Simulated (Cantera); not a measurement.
## N2O furnace oxynitridation

An isothermal, constant-pressure homogeneous reactor starts with N2O : H2O = 1 : 0.14 (molar parts), at 1100 K and 0.132 atm.

Computed with Cantera and GRI-Mech 3.0 (53 species, 325 reactions). GRI-Mech 3.0 was tuned for natural gas; its chemistry of N2O as a main component is partial and can be far from experiment. The mechanism lacks the step 2 NO + O2 → 2 NO2, which can matter for NO2 below about 1400 K. The temperature is held fixed by assumption; the heat of reaction is taken as removed at once.

| t (s) | x N2O | x H2O | x NO | x O | x HO2 | x O2 | x H2O2 |
|---|---|---|---|---|---|---|---|
| 3.00e-5 | 0.877 | 0.123 | 5.26e-9 | 1.75e-7 | 1.32e-11 | 3.59e-8 | <1e-12 |
| 8.35e-5 | 0.877 | 0.123 | 3.23e-8 | 3.44e-7 | 2.38e-10 | 2.20e-7 | <1e-12 |
| 0.000232 | 0.877 | 0.123 | 1.51e-7 | 4.67e-7 | 3.40e-9 | 1.03e-6 | <1e-12 |
| 0.000646 | 0.877 | 0.123 | 5.21e-7 | 4.81e-7 | 3.56e-8 | 3.56e-6 | 6.41e-12 |
| 0.00180 | 0.877 | 0.123 | 1.55e-6 | 4.81e-7 | 2.85e-7 | 1.06e-5 | 2.14e-10 |
| 0.00500 | 0.877 | 0.123 | 4.39e-6 | 4.81e-7 | 1.57e-6 | 3.07e-5 | 9.19e-9 |
| 0.0139 | 0.877 | 0.123 | 1.16e-5 | 4.80e-7 | 3.49e-6 | 8.99e-5 | 1.17e-7 |
| 0.0387 | 0.876 | 0.123 | 2.80e-5 | 4.80e-7 | 3.24e-6 | 0.000259 | 1.45e-7 |
| 0.108 | 0.875 | 0.123 | 6.45e-5 | 4.77e-7 | 2.69e-6 | 0.000729 | 9.83e-8 |
| 0.300 | 0.871 | 0.123 | 0.000157 | 4.64e-7 | 2.19e-6 | 0.00203 | 6.66e-8 |
| 0.834 | 0.860 | 0.122 | 0.000446 | 4.39e-7 | 1.57e-6 | 0.00561 | 3.85e-8 |
| 2.32 | 0.830 | 0.121 | 0.00136 | 4.07e-7 | 9.29e-7 | 0.0153 | 2.05e-8 |
| 6.46 | 0.756 | 0.118 | 0.00386 | 3.79e-7 | 4.52e-7 | 0.0399 | 1.42e-8 |
| 18.0 | 0.592 | 0.111 | 0.00940 | 3.52e-7 | 1.79e-7 | 0.0941 | 1.24e-8 |
| 50.0 | 0.327 | 0.0993 | 0.0181 | 3.15e-7 | 5.56e-8 | 0.182 | 1.06e-8 |
x: mole fraction; the columns are a selection and need not sum to one.

Equilibrium at this temperature and pressure: N2O 2.19e-9, H2O 0.0854, NO 9.06e-5, O 3.80e-9, HO2 2.94e-9, O2 0.305, H2O2 1.55e-10 (gas phase only).
